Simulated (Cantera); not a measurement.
## Thermodynamics of iron carbonyl, mercury and lead vapours, feed PbO + H₂

Input: 1 mol PbO, 8.1 mol H₂, equilibrated at 1548 K.

These are equilibrium values from Cantera (NASA tables, ideal gas, pure condensed phases), not measurements of a reactor. Candidate condensed phases: H₂O, Pb, PbO, PbO₂, Pb₃O₄; 12 gas species. Equilibrium is a limit: real reactors are often held back by kinetics, nucleation or transport.

From 0.000100 bar to 0.0720 bar nothing is condensed. From 0.370 bar to 10.0 bar the condensed part is Pb(l). The main Pb-bearing gas is Pb throughout.

| P (Pa) | x H₂ | x H₂O | x Pb | x H | x Pb₂ | x OH | x PbO | n Pb(l) |
|---|---|---|---|---|---|---|---|---|
| 10 | 0.778 | 0.110 | 0.110 | 0.00272 | 1.76e-8 | 1.28e-5 | 8.05e-6 | 0 |
| 52 | 0.779 | 0.110 | 0.110 | 0.00119 | 9.18e-8 | 5.61e-6 | 8.05e-6 | 0 |
| 270 | 0.780 | 0.110 | 0.110 | 0.000523 | 4.77e-7 | 2.46e-6 | 8.05e-6 | 0 |
| 1400 | 0.780 | 0.110 | 0.110 | 0.000230 | 2.47e-6 | 1.08e-6 | 8.05e-6 | 0 |
| 7200 | 0.780 | 0.110 | 0.110 | 0.000101 | 1.27e-5 | 4.77e-7 | 8.05e-6 | 0 |
| 37000 | 0.785 | 0.111 | 0.104 | 4.49e-5 | 5.85e-5 | 2.11e-7 | 7.61e-6 | 0.0594 |
| 190000 | 0.859 | 0.121 | 0.0202 | 2.07e-5 | 1.14e-5 | 9.74e-8 | 1.48e-6 | 0.832 |
| 1000000 | 0.873 | 0.123 | 0.00384 | 9.10e-6 | 2.17e-6 | 4.28e-8 | 2.82e-7 | 0.969 |
x: gas mole fraction; n: condensed amount in mol.
